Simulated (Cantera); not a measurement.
A Cantera script and its output.

```python
import numpy as np
import cantera as ct

gas = ct.Solution("SiF4_NH3_mec.yaml", "gas")
gas.TPX = 2223, 101325, {'NH3': 1, 'H2': 2.4}
inlet = ct.Reservoir(gas, clone=True)

reactor = ct.IdealGasConstPressureReactor(gas, energy="off", clone=False)
exhaust = ct.Reservoir(gas, clone=True)
tau = [5.7, 2, 0.68, 0.24, 0.082, 0.028, 0.0098, 0.0034][0]
for a, b in ((inlet, reactor), (reactor, exhaust)):
    ct.MassFlowController(a, b, mdot=lambda t: reactor.mass / tau)
net = ct.ReactorNet([reactor])
show = ['NH3', 'H2', 'N2H2', 'NH', 'N2H4', 'N']

rows = []
print(f"{'tau/s':>10s}{'T/K':>9s}" + "".join(f"{s:>11s}" for s in show))
for tau in [5.7, 2, 0.68, 0.24, 0.082, 0.028, 0.0098, 0.0034]:
    net.initial_time = 0.0
    net.advance(30 * tau)
    before = gas.X
    net.advance(40 * tau)
    drift = np.max(np.abs(gas.X - before) / (gas.X + 1e-9))
    rows.append([gas.T, *gas[show].X, drift])
    print(f"{tau:10.3e}{gas.T:9.1f}" + "".join(f"{x:11.3e}" for x in gas[show].X))
```

Output:

```
     tau/s      T/K        NH3         H2       N2H2         NH       N2H4          N
 5.700e+00   2223.0  7.721e-04  8.803e-01  1.519e-09  2.646e-06  2.425e-11  9.977e-07
 2.000e+00   2223.0  1.347e-03  8.800e-01  4.373e-09  4.432e-06  7.096e-11  1.637e-06
 6.800e-01   2223.0  2.536e-03  8.796e-01  1.325e-08  7.442e-06  2.246e-10  2.597e-06
 2.400e-01   2223.0  5.346e-03  8.785e-01  4.019e-08  1.187e-05  7.577e-10  3.602e-06
 8.200e-02   2223.0  1.418e-02  8.741e-01  1.305e-07  1.794e-05  3.056e-09  4.101e-06
 2.800e-02   2223.0  3.907e-02  8.598e-01  3.975e-07  2.529e-05  1.199e-08  4.120e-06
 9.800e-03   2223.0  9.015e-02  8.289e-01  1.005e-06  3.324e-05  3.693e-08  4.064e-06
 3.400e-03   2223.0  1.646e-01  7.834e-01  1.989e-06  4.009e-05  8.283e-08  3.952e-06
```

Model: the gas-phase N/H chemistry of the illustrative SiF4/NH3 mechanism in the Surface Chemkin manual (1991), integrated in Cantera. Walls and surfaces, which speed up NH3 decomposition in real reactors, are not modelled.
